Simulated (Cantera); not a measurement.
Input: 1 mol CuO, 1100 mol H₂, equilibrated at 7.50 Torr.

Cantera equilibrium calculation (NASA polynomials, part measured and part estimated; ideal gas, pure solids and liquids). Candidate condensed phases: Cu, CuO, Cu(OH)₂, Cu₂O, H₂O; 12 gas species. Kinetics and transport are ignored.

Q: Which condensed phases are stable at each of these points (T (K)): 898, 998, 1098, 1198, 1298, 1398, 1498, 1598, 1698, 1798, 1898?

A: 
| T (K) | condensed phases | Cu condensed (%) |
|---|---|---|
| 898 | Cu(s) | 100.0 |
| 998 | Cu(s) | 100.0 |
| 1098 | Cu(s) | 100.0 |
| 1198 | Cu(s) | 99.9 |
| 1298 | Cu(s) | 98.3 |
| 1398 | Cu(l) | 85.7 |
| 1498 | Cu(l) | 12.4 |
| 1598 | gas only | 0.0 |
| 1698 | gas only | 0.0 |
| 1798 | gas only | 0.0 |
| 1898 | gas only | 0.0 |

From 898 K to 1298 K the condensed part is Cu(s). From 1398 K to 1498 K the condensed part is Cu(l). From 1598 K to 1898 K nothing is condensed.
